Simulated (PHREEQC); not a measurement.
Dissolve 0.92 mol/kgw NaOH, 0.0018 mol/kgw Na2B4O7 and 0.00035 mol/kgw H4SiO4 at 20 °C. Closed to the air; pH follows from the charge balance.

The numbers come from PHREEQC with the Pitzer model, pitzer.dat.

**Question.** The ionic strength comes out as 0.924 mol/kgw. What activity coefficients do B(OH)4-, Na+, H2SiO4-2, H3SiO4-, OH- get?

**Answer.** B(OH)4- 0.49, Na+ 0.66, H2SiO4-2 0.046, H3SiO4- 0.50, OH- 0.68. Single-ion values are on the MacInnes scale.

No solid was allowed to form. Species that the database lacks are ignored.
